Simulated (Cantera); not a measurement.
Stirred combustor or abatement burner

A perfectly stirred reactor is fed with CO : H2 : CH4 : O2 : N2 = 1 : 0.57 : 0.77 : 3.81 : 14.3 (molar parts), equivalence ratio 0.61, at 10.0 bar; it is adiabatic with a 723 K inlet, and is followed from long to short residence time, starting on the burning branch (τ in s: 0.062, 0.032, 0.017, 0.0089, 0.0047, 0.0024, 0.0013, 0.00067, 0.00035, 0.00018, 9.6e-05, 5.1e-05, 2.7e-05).

Computed with Cantera and GRI-Mech 3.0 (53 species, 325 reactions).

| τ (s) | T (K) | x CO | x H2 | x CH4 | x CH2CO | x C2H2 | x O2 |
|---|---|---|---|---|---|---|---|
| 0.062 | 2112 | 0.000380 | 8.48e-5 | 7.27e-7 | 2.31e-11 | 8.75e-12 | 0.0746 |
| 0.032 | 2113 | 0.000423 | 8.96e-5 | 1.37e-6 | 5.34e-11 | 3.04e-11 | 0.0749 |
| 0.017 | 2113 | 0.000496 | 9.77e-5 | 2.50e-6 | 1.28e-10 | 9.62e-11 | 0.0751 |
| 0.0089 | 2111 | 0.000627 | 0.000112 | 4.52e-6 | 3.33e-10 | 2.91e-10 | 0.0752 |
| 0.0047 | 2109 | 0.000851 | 0.000137 | 7.86e-6 | 8.77e-10 | 7.77e-10 | 0.0753 |
| 0.0024 | 2105 | 0.00125 | 0.000182 | 1.35e-5 | 2.39e-9 | 1.89e-9 | 0.0755 |
| 0.0013 | 2099 | 0.00182 | 0.000248 | 2.15e-5 | 5.69e-9 | 3.68e-9 | 0.0757 |
| 0.00067 | 2088 | 0.00279 | 0.000359 | 3.45e-5 | 1.38e-8 | 6.70e-9 | 0.0761 |
| 0.00035 | 2073 | 0.00424 | 0.000524 | 5.42e-5 | 3.12e-8 | 1.10e-8 | 0.0767 |
| 0.00018 | 2051 | 0.00649 | 0.000773 | 8.67e-5 | 6.93e-8 | 1.72e-8 | 0.0777 |
| 9.6e-5 | 2020 | 0.00969 | 0.00111 | 0.000138 | 1.45e-7 | 2.61e-8 | 0.0792 |
| 5.1e-5 | 1974 | 0.0145 | 0.00158 | 0.000232 | 3.12e-7 | 4.13e-8 | 0.0816 |
| 2.7e-5 | 1904 | 0.0223 | 0.00226 | 0.000436 | 7.55e-7 | 7.56e-8 | 0.0859 |
x: mole fraction; the columns are a selection and need not sum to one.
